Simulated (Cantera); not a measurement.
Feed: 1 mol C₂H₆, 0.46 mol NH₃, 0.4 mol H₂, 0.41 mol H₂O, equilibrated at 1500 Pa.

Method: chemical equilibrium by Gibbs-energy minimisation in Cantera with the NASA 1993 tables (ideal gas, pure condensed phases). Candidate condensed phases: C, C₆H₆, C₇H₈, C₈H₁₈, H₂O; 136 gas species. The numbers say what is thermodynamically allowed, not how fast it happens.

At 2173 K, list the 4 most abundant gas species with their mole fractions, and the condensed phases.

H₂ 0.837, CO 0.0783, N₂ 0.0412, H 0.0360. Condensed: C(graphite).
